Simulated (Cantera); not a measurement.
Feed: 1 mol Ti, 0.072 mol C3H8, 68 mol H2, at 0.380 bar.

Cantera equilibrium calculation (NASA polynomials, part measured and part estimated; ideal gas, pure solids and liquids). Candidate condensed phases: C, C6H6, C7H8, C8H18, Ti, TiC; 77 gas species. Mutual solubility and eutectic melting of coexisting phases are not modelled. TiC: taken at fixed stoichiometry. Condensed phases not in the tables: N, O or C dissolved in the metal. Kinetics and transport are ignored.

x: gas mole fraction; n: condensed amount in mol.

```csv
T (K),x H2,x H,x Ti,x CH4,x CH3,n Ti(β),n TiC(s),n Ti(l)
1325,1.000,2.65e-6,2.16e-11,[?],<1e-12,0.784,0.216,0
1400,1.000,7.89e-6,2.03e-10,[?],<1e-12,0.784,0.216,0
1475,1.000,2.10e-5,1.52e-9,[?],<1e-12,0.784,0.216,0
1550,1.000,5.11e-5,9.30e-9,[?],2.19e-12,0.784,0.216,0
1625,1.000,0.000114,4.80e-8,[?],6.99e-12,0.784,0.216,0
1700,1.000,0.000239,2.14e-7,[?],2.02e-11,0.784,0.216,0
1775,1.000,0.000469,8.39e-7,[?],5.31e-11,0.784,0.216,0
1850,0.999,0.000874,2.93e-6,[?],1.29e-10,0.784,0.216,0
1925,0.998,0.00155,9.27e-6,[?],2.94e-10,0.783,0.216,0
2000,0.997,0.00263,2.61e-5,[?],6.44e-10,0,0.216,0.782
2075,0.996,0.00431,6.76e-5,[?],1.35e-9,0,0.216,0.779
```

Question: Fill in the missing entries.

Answer: 
- 1325, x CH4: 5.81e-10
- 1400, x CH4: 9.35e-10
- 1475, x CH4: 1.43e-9
- 1550, x CH4: 2.11e-9
- 1625, x CH4: 3.00e-9
- 1700, x CH4: 4.14e-9
- 1775, x CH4: 5.58e-9
- 1850, x CH4: 7.34e-9
- 1925, x CH4: 9.47e-9
- 2000, x CH4: 1.23e-8
- 2075, x CH4: 1.59e-8
